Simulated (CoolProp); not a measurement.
Saturated liquid density (kg/m³) of p-xylene: the reference equation beside estimates from Tc = 343.0 °C, pc = 3.532 MPa, ω = 0.324. Rackett uses Z = 0.29056 − 0.08775 ω.

The numbers come from the reference Helmholtz-energy equation of state, Zhou 2012 in CoolProp.

| T (°C) | reference | Rackett | van der Waals | Redlich-Kwong | Soave-Redlich-Kwong | Peng-Robinson |
|---|---|---|---|---|---|---|
| 113.45 | 777.2 | 766.4 | 442.5 | 649.1 | 677.7 | 765.3 |
| 118.15 | 772.7 | 761.8 | 440.0 | 644.9 | 673.9 | 761.1 |
| 122.95 | 768.1 | 757.2 | 437.5 | 640.4 | 669.8 | 756.7 |
| 127.65 | 763.5 | 752.5 | 435.0 | 636.0 | 665.8 | 752.4 |
| 132.45 | 758.8 | 747.8 | 432.3 | 631.4 | 661.6 | 747.8 |
| 137.15 | 754.2 | 743.0 | 429.8 | 626.9 | 657.4 | 743.3 |
| 141.95 | 749.4 | 738.2 | 427.1 | 622.1 | 653.0 | 738.5 |
| 146.65 | 744.7 | 733.3 | 424.4 | 617.4 | 648.7 | 733.8 |
| 151.45 | 739.8 | 728.4 | 421.6 | 612.6 | 644.1 | 728.8 |
| 156.15 | 735.0 | 723.5 | 418.9 | 607.7 | 639.5 | 723.8 |
| 160.95 | 730.0 | 718.4 | 416.1 | 602.7 | 634.8 | 718.6 |
| 165.65 | 725.0 | 713.3 | 413.2 | 597.6 | 630.0 | 713.4 |
| 170.45 | 719.9 | 708.1 | 410.3 | 592.4 | 625.1 | 708.0 |
| 175.15 | 714.8 | 703.0 | 407.4 | 587.2 | 620.1 | 702.5 |
| 179.85 | 709.7 | 697.7 | 404.5 | 582.0 | 615.0 | 696.9 |

Absolute difference from the reference over all 15 rows, mean and median: Rackett 1.5 and 1.5 %, van der Waals 43.0 and 43.0 %, Redlich-Kwong 17.1 and 17.1 %, Soave-Redlich-Kwong 13.0 and 12.9 %, Peng-Robinson 1.5 and 1.5 %.
